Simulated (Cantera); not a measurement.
A perfectly stirred reactor is fed with H2 : O2 : N2 : H2O = 1 : 0.312 : 1.17 : 0.096 (molar parts), equivalence ratio 1.6, at 14.0 bar; it is adiabatic with a 375 K inlet, and is followed from long to short residence time, starting on the burning branch (τ in s: 0.23, 0.12, 0.061, 0.031, 0.016, 0.0082, 0.0042, 0.0022, 0.0011, 0.00058, 0.0003, 0.00015, 7.9e-05).

Detailed kinetics in Cantera: the H2/O2 subset of GRI-Mech 3.0, which has no nitrogen chemistry. The hydrogen kinetics of GRI-Mech 3.0 are dated; newer H2 mechanisms differ, most at raised pressure. The pressure lies above the range GRI-Mech 3.0 was tuned for (to about 10 atm).

Task: What does this change do: H2O 0.096 to 0.14 parts?

Result: 
```csv
quantity,before,after
"blow-out, bracketed by the residence times tried","burning at 79.0 µs, the shortest tried","burning at 79.0 µs, the shortest tried"
x(H2) at τ = 0.230 s,0.166,0.163
x(O2) at τ = 0.230 s,3.58e-6,4.22e-6
x(H2O) at τ = 0.230 s,0.317,0.330
x(OH) at τ = 0.230 s,0.000164,0.000134
x(H) at τ = 0.230 s,0.000621,0.000506
x(H2) at τ = 4.20 ms,0.165,0.162
x(O2) at τ = 4.20 ms,8.80e-5,9.57e-5
x(H2O) at τ = 4.20 ms,0.317,0.330
x(OH) at τ = 4.20 ms,0.000345,0.000318
x(H) at τ = 4.20 ms,0.00131,0.00121
```

Task: What does this change do: inlet temperature 375 to 598 K?

Result: 
```csv
quantity,before,after
"blow-out, bracketed by the residence times tried","burning at 79.0 µs, the shortest tried","burning at 79.0 µs, the shortest tried"
x(H2) at τ = 0.230 s,0.166,0.165
x(O2) at τ = 0.230 s,3.58e-6,3.70e-6
x(H2O) at τ = 0.230 s,0.317,0.317
x(OH) at τ = 0.230 s,0.000164,0.000511
x(H) at τ = 0.230 s,0.000621,0.00151
x(H2) at τ = 4.20 ms,0.165,0.165
x(O2) at τ = 4.20 ms,8.80e-5,5.56e-5
x(H2O) at τ = 4.20 ms,0.317,0.317
x(OH) at τ = 4.20 ms,0.000345,0.000657
x(H) at τ = 4.20 ms,0.00131,0.00195
```

Task: What does this change do: pressure from 14.0 bar to 0.220 bar?

Result: 
```json
[
 {"quantity": "blow-out, bracketed by the residence times tried", "before": "burning at 79.0 µs, the shortest tried", "after": "burning at 0.150 ms, out at 79.0 µs"},
 {"quantity": "x(H2) at τ = 0.230 s", "before": "0.166", "after": "0.161"},
 {"quantity": "x(O2) at τ = 0.230 s", "before": "3.58e-6", "after": "0.000105"},
 {"quantity": "x(H2O) at τ = 0.230 s", "before": "0.317", "after": "0.313"},
 {"quantity": "x(OH) at τ = 0.230 s", "before": "0.000164", "after": "0.00240"},
 {"quantity": "x(H) at τ = 0.230 s", "before": "0.000621", "after": "0.0100"},
 {"quantity": "x(H2) at τ = 4.20 ms", "before": "0.165", "after": "0.144"},
 {"quantity": "x(O2) at τ = 4.20 ms", "before": "8.80e-5", "after": "0.00202"},
 {"quantity": "x(H2O) at τ = 4.20 ms", "before": "0.317", "after": "0.294"},
 {"quantity": "x(OH) at τ = 4.20 ms", "before": "0.000345", "after": "0.00697"},
 {"quantity": "x(H) at τ = 4.20 ms", "before": "0.00131", "after": "0.0511"}
]
```
